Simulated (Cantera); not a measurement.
Feed: 1 mol TEOS, 2.1 mol H2O, 0.2 mol H2, held at 0.133 bar.

These are equilibrium values from Cantera (NASA tables, ideal gas, pure condensed phases), not measurements of a reactor. Candidate condensed phases: C, C6H6, C7H8, C8H18, H2O, Si, SiC, SiO2; 123 gas species. The feed counts by its element totals alone. The tables hold silica as quartz up to 1696 K and as liquid above; real silica turns to tridymite and cristobalite and melts near 1996 K. The numbers say what is thermodynamically allowed, not how fast it happens.

Over these rows the condensed part is C(graphite) + SiO2(β-quartz). Partial pressures as log10 of bar:

```csv
T (K),1000/T (1/K),log p CO2,log p H2,log p CO
950,1.0526,-2.85,-1.01,-1.53
1050,0.9524,-3.64,-1.00,-1.49
1150,0.8696,-4.36,-1.00,-1.48
1250,0.8000,?,-1.00,-1.48
1350,0.7407,-5.49,-1.00,-1.48
1450,0.6897,-5.93,-1.00,-1.48
```

### Question
Fit log p(CO2) = a + b·(1000/T) to the five rows, give the apparent enthalpy, and predict the row at 1250 K.

### Answer
Means: 1000/T = 0.8610, log p = -4.454. Sxy = 0.760004, Sxx = 0.0889543, so b = 8.54 and a = -4.454 − (8.54)×0.8610 = -11.81.
Apparent enthalpy: −19.145 × (8.54) = -163 kJ/mol. With the condensed phases at unit activity, 2 CO(g) = CO2(g) + C(graphite) links this pressure to the main gases: over the six rows their terms move log p by +0.10 in all, so the slope is close to that reaction's ΔH°. The five rows lie within 0.04 of the line.
Prediction at 1250 K: -11.81 + (8.54)×0.8000 = -4.98. The computed value is -4.97, 0.01 from the line.
